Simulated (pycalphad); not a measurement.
CALPHAD calculation (pycalphad, COST 507 light-alloy database (1999)), 1 atm. The data set is of 1999 and partly superseded. Phase fractions are per mole of atoms.

Problem. Give the equilibrium state of Si-5.952Y (wt.%) at 677 °C.

Solution. diamond (Si), fraction 0.941, with no Y wt.%; SI2Y_R, fraction 0.059, with 61.3 Y wt.%.

Problem. Give the equilibrium state of Si-5.952Y (wt.%) at 1277 °C.

Solution. 
```
T = 1550.00 K, P = 101325 Pa, N = 1 mol of atoms
G = -64587 J/mol, H = 39191 J/mol, S = 66.95 J/(mol K)  (SER reference)
chemical potentials (J/mol): Si -59910, Y -298540
phase             fraction      x(Si)       x(Y)
DIAMOND_A4          0.7912     1.0000       none
LIQUID              0.2088     0.9061     0.0939
```

Database names, with the compositions (at.%) that they take in these runs: SI2Y_R: Si 67 Y 33. DIAMOND_A4 is diamond (Si). An entry "none" or "no" means that the model of the phase leaves that element out.
